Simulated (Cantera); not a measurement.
Input: 1 mol CH₃Cl, 0.23 mol Si, 0.83 mol H₂, at 2350 °C and 0.160 bar.

Equilibrium computed with Cantera from the NASA thermochemical tables; the gas is ideal and each condensed phase is pure. Candidate condensed phases: C, C₆H₆, C₇H₈, C₈H₁₈, Si, SiC; 109 gas species. The tables' values for SiCl, SiCl₃ are old estimates; treat these amounts as uncertain. Gases not in the tables: Si₂H₆ and higher silanes. Kinetics and transport are ignored.

Base state: H₂ 0.587, HCl 0.229, H 0.0807, SiCl₂ 0.0325, Cl 0.0220, Si 0.0194, C₂H₂ (acetylene) 0.0104, SiC₂ 0.00703 (mole fractions); condensed: C(graphite).

Question: What changes in the equilibrium state with this change: Si from 0.23 to 0.8 mol?

Answer: 
```json
[
 {"species": "H₂", "before": "0.587", "after": "0.586"},
 {"species": "HCl", "before": "0.229", "after": "0.221"},
 {"species": "H", "before": "0.0807", "after": "0.0806"},
 {"species": "Si", "before": "0.0194", "after": "0.0225"},
 {"species": "SiCl₂", "before": "0.0325", "after": "0.0352"},
 {"species": "Cl", "before": "0.0220", "after": "0.0213"},
 {"species": "C₂H₂ (acetylene)", "before": "0.0104", "after": "0.0104"},
 {"species": "Si₃", "before": "7.50e-6", "after": "1.17e-5"},
 {"species": "Si₂C", "before": "0.00322", "after": "0.00434"},
 {"species": "C(graphite), mol", "before": "0.880", "after": "0.333"},
 {"species": "SiC(s), mol", "before": "0", "after": "0.536"}
]
```

Question: What changes in the equilibrium state with this change: temperature from 2350 °C to 2902 °C?

Answer: 
| species | before | after |
|---|---|---|
| H | 0.0807 | 0.355 |
| H₂ | 0.587 | 0.293 |
| HCl | 0.229 | 0.133 |
| C₃ | 1.92e-5 | 0.0113 |
| SiCl₂ | 0.0325 | 0.000881 |
| Cl | 0.0220 | 0.109 |
| SiC₂ | 0.00703 | 0.0281 |
| C₂H₂ (acetylene) | 0.0104 | 0.0294 |
| Si | 0.0194 | 0.0243 |
| C₅ | 9.52e-8 | 0.000342 |
| C₄ | 1.91e-8 | 6.14e-5 |
| C(graphite), mol | 0.880 | 0.279 |
The tables' values for SiCl, CCl are old estimates; treat these amounts as uncertain.

Question: What changes in the equilibrium state with this change: Si from 0.23 to 0.011 mol?

Answer: 
```tsv
species	before	after
H₂	0.587	0.577
HCl	0.229	0.300
H	0.0807	0.0800
SiCl₂	0.0325	0.00220
Si	0.0194	0.000753
Cl	0.0220	0.0291
C₂H₂ (acetylene)	0.0104	0.0102
Si₂C	0.00322	4.87e-6
Si₂	0.000167	2.52e-7
SiH₂	0.000249	9.51e-6
SiH	0.00131	5.06e-5
C(graphite), mol	0.880	0.935
```
